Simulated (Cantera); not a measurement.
A perfectly stirred reactor is fed with CH₄ : O₂ : N₂ = 1 : 1.67 : 6.27 (molar parts), at 9.60 bar; it is adiabatic with a 698 K inlet, and is followed from long to short residence time, starting on the burning branch (τ in s: 0.14, 0.053, 0.02, 0.0074, 0.0027, 0.001, 0.00038, 0.00014, 5.3e-05, 2e-05, 7.3e-06).

Computed with Cantera and GRI-Mech 3.0 (53 species, 325 reactions).

Task: Predict: blow-out, bracketed by the residence times tried; x(CH₄) at τ = 0.140 s; x(O₂) at τ = 0.140 s; x(HCO) at τ = 0.140 s; x(CO) at τ = 0.140 s; x(H₂O₂) at τ = 0.140 s; x(CH₄) at τ = 1.00 ms; x(O₂) at τ = 1.00 ms; x(HCO) at τ = 1.00 ms; x(CO) at τ = 1.00 ms; x(H₂O₂) at τ = 1.00 ms.

Result: blow-out, bracketed by the residence times tried: burning at 20.0 µs, out at 7.30 µs
x(CH₄) at τ = 0.140 s: 1.62e-6
x(O₂) at τ = 0.140 s: 0.000114
x(HCO) at τ = 0.140 s: 6.97e-8
x(CO) at τ = 0.140 s: 0.0472
x(H₂O₂) at τ = 0.140 s: 3.72e-8
x(CH₄) at τ = 1.00 ms: 7.73e-5
x(O₂) at τ = 1.00 ms: 0.000854
x(HCO) at τ = 1.00 ms: 4.63e-7
x(CO) at τ = 1.00 ms: 0.0479
x(H₂O₂) at τ = 1.00 ms: 1.36e-7
